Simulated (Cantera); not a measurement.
Charge: 1 mol SrCl2, 11 mol N2, held at 72.0 Pa.

Cantera equilibrium calculation (NASA polynomials, part measured and part estimated; ideal gas, pure solids and liquids). Candidate condensed phases: Sr, SrCl2; 7 gas species. Equilibrium is a limit: real reactors are often held back by kinetics, nucleation or transport.

x: gas mole fraction; n: condensed amount in mol.

| T (K) | x N2 | x SrCl2 | x Cl | x SrCl | x Sr | x N | n SrCl2(s) | n SrCl2(l) |
|---|---|---|---|---|---|---|---|---|
| 623 | 1.00 | <1e-12 | <1e-12 | <1e-12 | <1e-12 | <1e-12 | 1.00 | 0 |
| 823 | 1.00 | 4.41e-10 | <1e-12 | <1e-12 | <1e-12 | <1e-12 | 1.00 | 0 |
| 1023 | 1.000 | 6.88e-6 | 4.46e-11 | 4.46e-11 | <1e-12 | <1e-12 | 1.000 | 0 |
| 1223 | 0.997 | 0.00300 | 8.76e-8 | 8.75e-8 | [?] | <1e-12 | 0 | 0.967 |
| 1423 | 0.917 | 0.0833 | 1.21e-5 | 1.21e-5 | [?] | <1e-12 | 0 | 0 |
| 1623 | 0.917 | 0.0832 | 0.000144 | 0.000141 | [?] | 3.97e-11 | 0 | 0 |
| 1823 | 0.916 | 0.0823 | 0.00103 | 0.000920 | [?] | 1.95e-9 | 0 | 0 |
| 2023 | 0.912 | 0.0784 | 0.00517 | 0.00383 | [?] | 4.46e-8 | 0 | 0 |
| 2223 | 0.899 | 0.0664 | 0.0198 | 0.0107 | [?] | 5.78e-7 | 0 | 0 |

Q: Some entries are withheld; supply them.

A: 
- 1223, x Sr: 8.49e-11
- 1423, x Sr: 2.62e-8
- 1623, x Sr: 1.94e-6
- 1823, x Sr: 5.30e-5
- 2023, x Sr: 0.000667
- 2223, x Sr: 0.00455
